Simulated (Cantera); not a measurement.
Input: 1 mol Cr, 2.3 mol NH3, at 2398.15 K and 263 Torr.

These are equilibrium values from Cantera (NASA tables, ideal gas, pure condensed phases), not measurements of a reactor. Candidate condensed phases: Cr, CrN, Cr2N; 11 gas species. The numbers say what is thermodynamically allowed, not how fast it happens.

Base state: H2 0.645, N2 0.219, Cr 0.114, H 0.0214 (mole fractions); condensed: Cr(l).

**Question.** What changes in the equilibrium state with this change: pressure from 263 Torr to 22.5 Torr?

**Answer.** 
```tsv
species	before	after
H2	0.645	0.561
N2	0.219	0.198
Cr	0.114	0.172
H	0.0214	0.0682
Cr(l), mol	0.398	0
```
